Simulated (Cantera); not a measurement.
**Counterflow diffusion flame**

A counterflow diffusion flame at 0.987 atm, nozzles 20 mm apart: fuel side 100 % H2 at 300 K, oxidiser side 25.0 % O2, 75.0 % N2 at 450 K, fuel mass flux 0.31 times the oxidiser's; mixture-averaged transport, no radiation.

Model: the H2/O2 subset of GRI-Mech 3.0, which has no nitrogen chemistry, integrated in Cantera. The maximum strain rate includes the flame's own expansion and is several times the mean.

```
oxidiser flux (kg/m²/s)  max strain (1/s)  mean strain (1/s)  T max (K)  peak x OH  peak x H  peak x H2O  peak x HO2
-----------------------  ----------------  -----------------  ---------  ---------  --------  ----------  ----------
0.6                                   746                154       2601     0.0277    0.0207       0.309     5.32e-5
0.88                                 1050                226       2557     0.0279    0.0229       0.306     6.94e-5
1.3                                  1460                333       2500     0.0279    0.0257       0.303     8.85e-5
1.9                                  1990                487       2437     0.0278    0.0286       0.300    0.000108
2.7                                  2660                692       2374     0.0276    0.0320       0.296    0.000129
4                                    3680               1030       2297     0.0270    0.0363       0.293    0.000155
5.9                                  5350               1510       2215     0.0260    0.0407       0.289    0.000181
```
x: mole fraction; the columns are a selection and need not sum to one.
